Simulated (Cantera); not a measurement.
A diamond (100) surface in a fixed gas of H2 with x(CH4) = 0.0043, x(H) = 0.00067, x(CH3) = 0.0016, 0.0660 bar; coverages are run to steady state.

Model: the Harris–Goodwin 1993 mechanism for the reconstructed diamond (100) surface, integrated in Cantera.

One state of this run: growth (µm/h) = 3.79; θ c6HH = 0.439; θ c6H* = 0.0522; θ c6*H = 0.477; θ c6** = 0.0229; θ c6HM = 0.000489. θ: site fractions in the mechanism's names (c6HH fully hydrogenated, c6H* and c6*H radical sites, c6** diradical, c6HM methylated).

Question: Which value of T (K) does it belong to?
(A) 1350
(B) 1050
(C) 1100
(D) 1400

Answer: D, 1400
